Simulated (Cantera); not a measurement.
Feed: 1 mol CH3SiH3, 0.24 mol CH4, 32 mol H2, equilibrated at 10.0 Torr.

Equilibrium computed with Cantera from the NASA thermochemical tables; the gas is ideal and each condensed phase is pure. Candidate condensed phases: C, C6H6, C7H8, C8H18, Si, SiC; 87 gas species. The feed counts by its element totals alone. Gases not in the tables: Si2H6 and higher silanes. Kinetics and transport are ignored.

x: gas mole fraction; n: condensed amount in mol.

```csv
T (°C),x H2,x H,x C2H2 (acetylene),x Si,x CH4,n C(graphite),n SiC(s)
1152,1.000,5.91e-5,[?],6.47e-10,5.02e-5,0.238,1.00
1202,1.000,0.000112,[?],2.85e-9,3.87e-5,0.238,1.00
1252,1.000,0.000205,[?],1.14e-8,3.04e-5,0.238,1.000
1302,1.000,0.000360,[?],4.15e-8,2.42e-5,0.238,1.000
1352,0.999,0.000611,[?],1.40e-7,1.96e-5,0.237,1.000
1402,0.999,0.00101,[?],4.38e-7,1.60e-5,0.235,1.000
1452,0.998,0.00161,[?],1.28e-6,1.33e-5,0.233,1.000
1502,0.997,0.00250,[?],3.53e-6,1.11e-5,0.230,1.000
1552,0.996,0.00381,[?],9.20e-6,9.38e-6,0.225,1.000
1602,0.994,0.00566,[?],2.27e-5,7.98e-6,0.218,0.999
1652,0.991,0.00824,[?],5.36e-5,6.84e-6,0.210,0.998
1702,0.987,0.0118,[?],0.000121,5.90e-6,0.199,0.995
1752,0.982,0.0165,[?],0.000262,5.11e-6,0.186,0.989
1802,0.975,0.0228,[?],0.000547,4.45e-6,0.174,0.976
```

Some entries are withheld; supply them.


- 1152, x C2H2 (acetylene): 3.52e-6
- 1202, x C2H2 (acetylene): 6.67e-6
- 1252, x C2H2 (acetylene): 1.21e-5
- 1302, x C2H2 (acetylene): 2.11e-5
- 1352, x C2H2 (acetylene): 3.55e-5
- 1402, x C2H2 (acetylene): 5.80e-5
- 1452, x C2H2 (acetylene): 9.20e-5
- 1502, x C2H2 (acetylene): 0.000142
- 1552, x C2H2 (acetylene): 0.000214
- 1602, x C2H2 (acetylene): 0.000315
- 1652, x C2H2 (acetylene): 0.000454
- 1702, x C2H2 (acetylene): 0.000641
- 1752, x C2H2 (acetylene): 0.000889
- 1802, x C2H2 (acetylene): 0.00121
